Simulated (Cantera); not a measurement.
Thermodynamics of hydrogen reduction and annealing atmospheres, feed ZrO₂ + H₂

A closed system holds: 1 mol ZrO₂, 0.69 mol H₂, equilibrated at 0.413 Torr.

Method: chemical equilibrium by Gibbs-energy minimisation in Cantera with the NASA 1993 tables (ideal gas, pure condensed phases). Candidate condensed phases: H₂O, Zr, ZrO₂; 12 gas species. The numbers say what is thermodynamically allowed, not how fast it happens.

At 1475 K the condensed part is ZrO₂(monoclinic). From 1575 K to 2175 K the condensed part is ZrO₂(tetragonal).

```
T (K)  log p H₂  log p H  log p ZrO  log p H₂O  log p ZrO₂  log p OH  n ZrO₂(monoclinic)  n ZrO₂(tetragonal)
-----  --------  -------  ---------  ---------  ----------  --------  ------------------  ------------------
1475      -3.26    -6.52     -13.02     -11.93        <-15      <-15                1.00                   0
1575      -3.26    -6.01     -11.63     -11.27        <-15      <-15                   0                1.00
1675      -3.26    -5.57     -10.57     -10.54      -14.42    -14.16                   0                1.00
1775      -3.26    -5.17      -9.76      -9.75      -13.05    -12.86                   0                1.00
1875      -3.27    -4.82      -9.05      -9.05      -11.83    -11.70                   0               1.000
1975      -3.28    -4.51      -8.42      -8.42      -10.74    -10.66                   0               1.000
2075      -3.31    -4.23      -7.86      -7.86       -9.75     -9.72                   0               1.000
2175      -3.35    -3.99      -7.35      -7.36       -8.85     -8.87                   0               1.000
```
log p: log10 of the partial pressure in bar; n: condensed amount in mol.
